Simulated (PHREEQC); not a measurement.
PHREEQC input (Pitzer model, pitzer.dat):

```
SOLUTION 1
  temp 25
  units mol/kgw
  pH 7 charge
END
SELECTED_OUTPUT 1
  -reset false
  -pH true
  -pe true
  -ionic_strength true
  -water true
  -totals K S
  -molalities H+ K+ SO4-2 OH- HSO4-
  -equilibrium_phases Arcanite
  -saturation_indices Misenite
PRINT
  -reset false
USE solution 1
REACTION_PRESSURE 1
  1 50 100 200 300 400 500 600 800 1000
EQUILIBRIUM_PHASES 1
  Arcanite 0 30
END
```

Selected output (columns that matter, 9 of 10 rows; P (atm) added in front):

```
P (atm)	pH	mu	K	S	m_H+	m_K+	m_SO4-2	m_OH-	Arcanite	si_Misenite
1	7.4509	1.9035	1.269	0.63448	8.222e-08	1.269	0.63448	4.0833e-07	29.366	-45.489
50	7.4398	1.9411	1.294	0.64702	8.4131e-08	1.294	0.64702	4.1209e-07	29.353	-45.119
100	7.429	1.9759	1.3173	0.65865	8.6019e-08	1.3173	0.65865	4.1608e-07	29.341	-44.743
200	7.4087	2.0357	1.3572	0.67858	8.964e-08	1.3572	0.67858	4.2445e-07	29.321	-43.993
300	7.39	2.0829	1.3886	0.69431	9.3099e-08	1.3886	0.69431	4.3336e-07	29.306	-43.244
500	7.3566	2.143	1.4287	0.71433	9.9687e-08	1.4287	0.71433	4.5271e-07	29.286	-41.75
600	7.3415	2.1579	1.4386	0.71931	1.0288e-07	1.4386	0.71931	4.6316e-07	29.281	-41.005
800	7.3139	2.1631	1.4421	0.72103	1.0914e-07	1.4421	0.72103	4.856e-07	29.279	-39.517
1000	7.2892	2.1421	1.4281	0.71404	1.153e-07	1.4281	0.71404	5.101e-07	29.286	-38.032
```
